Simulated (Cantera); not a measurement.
A perfectly stirred reactor is fed with 11.4 % CO, 3.65 % H₂, 1.48 % CH₄, 22.8 % O₂, 60.7 % N₂, equivalence ratio 0.46, at 5.00 bar; it is adiabatic with a 350 K inlet, and is followed from long to short residence time, starting on the burning branch (τ in s: 0.46, 0.18, 0.068, 0.026, 0.01, 0.0039, 0.0015, 0.00057, 0.00022, 8.5e-05).

Detailed kinetics in Cantera: GRI-Mech 3.0 (53 species, 325 reactions).

x: mole fraction; the columns are a selection and need not sum to one.

```
τ (s)    T (K)      x CO      x H₂     x CH₄    x C₂H₄       x HCO    x NO₂
-------  -----  --------  --------  --------  --------  ----------  -------
0.46      1904  0.000139   1.39e-5   2.18e-7  1.01e-12    1.62e-10  1.17e-6
0.18      1903  0.000198   1.69e-5   5.16e-7  5.37e-12    4.11e-10  5.76e-7
0.068     1902  0.000335   2.41e-5   1.17e-6  2.48e-11  (withheld)  3.36e-7
0.026     1899  0.000617   3.94e-5   2.42e-6  8.52e-11  (withheld)  2.57e-7
0.010     1893   0.00116   6.96e-5   4.64e-6  2.25e-10  (withheld)  2.38e-7
0.0039    1883   0.00218  0.000126   8.54e-6  4.89e-10  (withheld)  2.27e-7
0.0015    1864   0.00413  0.000230   1.58e-5  9.49e-10  (withheld)  1.91e-7
0.00057   1830   0.00790  0.000420   3.04e-5   1.76e-9  (withheld)  1.32e-7
0.00022   1767    0.0153  0.000751   6.35e-5   3.49e-9  (withheld)  7.93e-8
8.5e-5    1619    0.0342   0.00150  0.000197   1.32e-8  (withheld)  3.74e-8
```

Problem. Some entries are withheld; supply them.

Solution. 
- 0.068, x HCO: 1.08e-9
- 0.026, x HCO: 2.81e-9
- 0.010, x HCO: 7.35e-9
- 0.0039, x HCO: 1.91e-8
- 0.0015, x HCO: 5.09e-8
- 0.00057, x HCO: 1.38e-7
- 0.00022, x HCO: 3.65e-7
- 8.5e-5, x HCO: 9.69e-7
